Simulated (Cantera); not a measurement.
An adiabatic, constant-volume homogeneous reactor starts with CH4 : CO : O2 : N2 = 1 : 1.1 : 1.16 : 9.16 (molar parts), equivalence ratio 2.2, at 1650 K and 10.0 bar.

Cantera simulation using GRI-Mech 3.0 (53 species, 325 reactions); the numbers are that mechanism's predictions, not measurements.

**Question.** Predict: time of steepest temperature rise; temperature at 9.00 s; equilibrium temperature; x(CO) at 9.00 s; x(O2) at 9.00 s; x(HO2) at 9.00 s; x(NO) at 9.00 s.

**Answer.** 
```
Item                                                                   Value
---------------------------------  -----------------------------------------
time of steepest temperature rise                                   0.131 ms
temperature at 9.00 s                                                 2588 K
equilibrium temperature                                               2588 K
x(CO) at 9.00 s                          0.136 (gas-phase equilibrium 0.136)
x(O2) at 9.00 s                      5.41e-6 (gas-phase equilibrium 5.41e-6)
x(HO2) at 9.00 s                     1.14e-8 (gas-phase equilibrium 1.14e-8)
x(NO) at 9.00 s                    0.000127 (gas-phase equilibrium 0.000127)
```
